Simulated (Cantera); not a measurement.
A freely propagating, adiabatic, planar premixed flame of C₃H₈ : O₂ : N₂ = 1 : 5.81 : 17.4 (molar parts), equivalence ratio 0.86, unburnt at 300 K and 4050 Torr; unity-Lewis-number transport, grid criteria slope 0.08 and curve 0.16, no radiation.

Model: GRI-Mech 3.0 (53 species, 325 reactions), integrated in Cantera. GRI-Mech 3.0 was tuned for natural gas; its chemistry of propane as a main component is partial and can be far from experiment. Unity Lewis numbers drop preferential diffusion, which matters most where H2 and H carry the flame. Burning velocities carry a grid error of a few per cent, more on coarse grids.

Task: Predict: laminar burning velocity; thermal thickness; peak x(CO); peak x(C₂H₂); peak x(H₂); peak x(C₂H₄).

Result: 
```
Quantity                     Result
------------------------  ---------
laminar burning velocity  33.8 cm/s
thermal thickness         0.0781 mm
peak x(CO)                   0.0488
peak x(C₂H₂)               0.000566
peak x(H₂)                   0.0119
peak x(C₂H₄)                0.00560
```
